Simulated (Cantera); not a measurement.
Charge: 1 mol H2S, 0.15 mol SO2, 11 mol H2, at 0.100 bar.

Equilibrium computed with Cantera from the NASA thermochemical tables; the gas is ideal and each condensed phase is pure. Candidate condensed phases: H2O, H2SO4, S; 34 gas species. Ions and electrons are included (thermal ionisation). The numbers say what is thermodynamically allowed, not how fast it happens. All values below are at 3000 K.

Base state: H2 0.547, H 0.369, S 0.0471, SH 0.0135, H2O 0.0116, S2 0.00347, SO 0.00343, OH 0.00260 (mole fractions); condensed: gas only.

### Question
What changes in the equilibrium state with this change: SO2 from 0.15 to 0.098 mol?

### Answer
| species | before | after |
|---|---|---|
| H2 | 0.547 | 0.553 |
| H | 0.369 | 0.371 |
| S | 0.0471 | 0.0460 |
| H2O | 0.0116 | 0.00767 |
| SH | 0.0135 | 0.0133 |
| SO2 | 5.21e-5 | 2.18e-5 |
| SO | 0.00343 | 0.00219 |
